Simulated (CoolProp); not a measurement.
Fluorine along the isotherm 126.5 K: Z from the reference equation and from simpler models built on Tc = 144.4 K, pc = 5.240 MPa, ω = 0.045; each cubic takes its own stable root.

Model: reference Helmholtz-energy equation of state, de Reuck 1990, in CoolProp.

```json
[
 {"p (MPa)": "0.0632", "phase": "gas", "reference": "0.9940", "van der Waals": "0.9951", "Peng-Robinson": "0.9934"},
 {"p (MPa)": "0.107", "phase": "gas", "reference": "0.9898", "van der Waals": "0.9916", "Peng-Robinson": "0.9889"},
 {"p (MPa)": "0.18", "phase": "gas", "reference": "0.9828", "van der Waals": "0.9858", "Peng-Robinson": "0.9812"},
 {"p (MPa)": "0.304", "phase": "gas", "reference": "0.9706", "van der Waals": "0.9759", "Peng-Robinson": "0.9680"},
 {"p (MPa)": "0.513", "phase": "gas", "reference": "0.9495", "van der Waals": "0.9586", "Peng-Robinson": "0.9452"},
 {"p (MPa)": "0.866", "phase": "gas", "reference": "0.9119", "van der Waals": "0.9282", "Peng-Robinson": "0.9050"},
 {"p (MPa)": "1.46", "phase": "gas", "reference": "0.8415", "van der Waals": "0.8721", "Peng-Robinson": "0.8311"},
 {"p (MPa)": "2.47", "phase": "liquid", "reference": "0.07866", "van der Waals": "0.7543", "Peng-Robinson": "0.07467"},
 {"p (MPa)": "4.16", "phase": "liquid", "reference": "0.1299", "van der Waals": "0.1888", "Peng-Robinson": "0.1218"},
 {"p (MPa)": "7.02", "phase": "liquid", "reference": "0.2136", "van der Waals": "0.3002", "Peng-Robinson": "0.1973"},
 {"p (MPa)": "11.9", "phase": "liquid", "reference": "0.3502", "van der Waals": "0.4797", "Peng-Robinson": "0.3185"},
 {"p (MPa)": "20", "phase": "liquid", "reference": "0.5660", "van der Waals": "0.7610", "Peng-Robinson": "0.5071"}
]
```

At some of these states van der Waals gives the other phase, because its saturation line lies elsewhere.
